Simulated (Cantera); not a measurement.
Input (Python, Cantera) and output of one run.

```python
import numpy as np
import cantera as ct

gas_names = """
    H HNO HNO2 HNO3 HO2 H2 H2O H2O2 N NH NH2 NH3 NH2OH NO NO2 NO3 N2 N2H2 N2H4 N2O O OH O2 O3 Si SiH
    SiH2 SiH3 SiH4 SiN SiO SiO2 Si2 Si2N Si3
""".split()
cond_names = """
    H2O(s) H2O(L) Si(cr) Si(L) SiO2(Lqz) SiO2(hqz) SiO2(L) Si2N2O(s) Si3N4(a)
""".split()


# ... load() reads the species with a 1 bar reference pressure and builds the phases ...
atoms = {
    'Si3N4': {'Si': 3, 'N': 4},
    'H2O': {'H': 2, 'O': 1},
    'H2': {'H': 2},
}
top_T = {'Si2N2O(s)': 2100, 'Si3N4(a)': 2400}  # K; cautious upper limits of use, not melting points


# ... equilibrate(T, P, feed) seeds the gas with the atoms and calls Mixture.equilibrate('TP', solver="vcs", rtol=1e-11, max_steps=5000) ...
results = []
feed = {'Si3N4': 1, 'H2O': 0.027, 'H2': 270}  # mol
T = 998  # K
P = 320  # Pa
mix = equilibrate(T, P, feed)
results.append((T, P, feed, dict(zip(mix.species_names, mix.species_moles))))
x = sorted(zip(gas.X, gas.species_names), reverse=True)
print(f"T = {T:g} K  P = {P:g} Pa  gas = {mix.phase_moles(0):.4g} mol")
print("   x: " + "  ".join(f"{s} {v:.3e}" for v, s in x if v > 1e-05))
print("   condensed (mol): " + ("  ".join(f"{mix.phase(i).name} {mix.phase_moles(i):.4g}"
      for i in range(1, mix.n_phases) if mix.phase_moles(i) > 1e-12) or "none"))
```

Output:

```
T = 998 K  P = 320 Pa  gas = 270 mol
   x: H2 1.000e+00  N2 3.332e-05
   condensed (mol): Si2N2O(s) 0.027  Si3N4(a) 0.982
```

Cantera equilibrium calculation (NASA polynomials, part measured and part estimated; ideal gas, pure solids and liquids).
